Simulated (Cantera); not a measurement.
Input (Python, Cantera) and output of one run.

```python
import numpy as np
import cantera as ct

gas_names = [...]  # 148 gases of nasa_gas.yaml made of Al, C, H, N, O
cond_names = """
    AL(cr) AL(L) ALN(s) AL2O3(a) AL2O3(L) C(gr) C6H6(L) C7H8(L) C8H18(L),n-octa H2O(s) H2O(L)
""".split()


# ... load() reads the species with a 1 bar reference pressure and builds the phases ...
atoms = {
    'Al(CH3)3': {'AL': 1, 'C': 3, 'H': 9},
    'N2O': {'N': 2, 'O': 1},
    'N2': {'N': 2},
}
top_T = {'ALN(s)': 2750, 'C(gr)': 4500}  # K; cautious upper limits of use, not melting points


# ... equilibrate(T, P, feed) seeds the gas with the atoms and calls Mixture.equilibrate('TP', solver="vcs", rtol=1e-11, max_steps=5000) ...
results = []
feed = {'Al(CH3)3': 1, 'N2O': 4.4, 'N2': 2.4}  # mol
T = 1550  # K
P = 30  # Pa
mix = equilibrate(T, P, feed)
results.append((T, P, feed, dict(zip(mix.species_names, mix.species_moles))))
print(gas.report(threshold=0.0001))
for i in range(1, mix.n_phases):
    print(f"{mix.phase(i).name:16s} {mix.phase_moles(i):12.5e} mol")
```

Result:

```
       temperature   1550 K
          pressure   30 Pa
           density   4.6102e-05 kg/m^3
  mean mol. weight   19.804 kg/kmol
   phase of matter   gas

                          1 kg             1 kmol
                     ---------------   ---------------
          enthalpy        8.3536e+05        1.6544e+07  J
   internal energy        1.8463e+05        3.6565e+06  J
           entropy             15181        3.0064e+05  J/K
    Gibbs function       -2.2695e+07       -4.4945e+08  J
 heat capacity c_p            1728.8             34239  J/K
 heat capacity c_v              1309             25924  J/K

                      mass frac. Y      mole frac. X     chem. pot. / RT
                     ---------------   ---------------   ---------------
                CO           0.29718           0.21012           -45.115
                 H        5.1919e-05         0.0010201           -13.983
                H2          0.032034           0.31469           -27.967
                N2           0.67055           0.47404           -34.972
     [ +144 minor]        0.00018794        0.00012617

AL(L)             0.00000e+00 mol
ALN(s)            6.49783e-02 mol
AL2O3(a)          4.66758e-01 mol
C(gr)             0.00000e+00 mol
```

Equilibrium computed with Cantera from the NASA thermochemical tables; the gas is ideal and each condensed phase is pure. The feed counts by its element totals alone. Mutual solubility and eutectic melting of coexisting phases are not modelled.
